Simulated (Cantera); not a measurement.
Cantera with NASA thermochemical tables; ideal gases at 1 bar, condensed phases pure. Values are per mole of reaction as written; species without (g) are pure solids or liquids, kept so even where they would boil at 1 bar. TaC: taken at fixed stoichiometry.

3 TaO2(g) + 4 CH3(g) → 3 TaC + C + 6 H2O(g)

| T (K) | ΔH° (kJ) | ΔS° (J/K) | ΔG° (kJ) | log10 K |
|---|---|---|---|---|
| 1348 | [?] | [?] | [?] | [?] |
| 1548 | [?] | [?] | [?] | [?] |
| 1748 | -1830.0 | -303.6 | -1299.4 | 38.83 |
| 1948 | [?] | [?] | [?] | [?] |
| 2148 | -1812.6 | -294.6 | -1179.7 | 28.69 |
| 2348 | -1801.9 | -289.9 | -1121.2 | 24.94 |
| 2548 | -1790.1 | -285.0 | -1063.8 | 21.81 |
| 2748 | [?] | [?] | [?] | [?] |

### Question
Complete the blanks.

### Answer

- 1348, ΔH° (kJ): -1842.8
- 1348, ΔS° (J/K): -311.8
- 1348, ΔG° (kJ): -1422.5
- 1348, log10 K: 55.12
- 1548, ΔH° (kJ): -1836.9
- 1548, ΔS° (J/K): -307.8
- 1548, ΔG° (kJ): -1360.5
- 1548, log10 K: 45.91
- 1948, ΔH° (kJ): -1821.9
- 1948, ΔS° (J/K): -299.2
- 1948, ΔG° (kJ): -1239.1
- 1948, log10 K: 33.23
- 2748, ΔH° (kJ): -1776.9
- 2748, ΔS° (J/K): -280.1
- 2748, ΔG° (kJ): -1007.2
- 2748, log10 K: 19.15
